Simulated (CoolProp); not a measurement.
2000 sccm (0 °C, 1 atm) of nitrogen bubbles through liquid decamethyltetrasiloxane (MD2M) at 320.2 K and leaves saturated at a total pressure of 0.00663 MPa (ideal gas phase). Each further row changes one setting.

The numbers come from the reference Helmholtz-energy equation of state, Thol 2017 in CoolProp.

```
case                       vapour pressure (kPa)  mole fraction of vapour  delivery (mg/min)  delivery (sccm)  change of delivery for a bath 1 K warmer (%)
-------------------------  ---------------------  -----------------------  -----------------  ---------------  --------------------------------------------
as stated                                  0.261                   0.0394               1140             82.0                                           7.1
bath temperature 325.2 K                   0.361                   0.0545               1600              115                                           6.9
total pressure 0.0133 MPa                  0.261                   0.0196                555             40.0                                           7.0
```
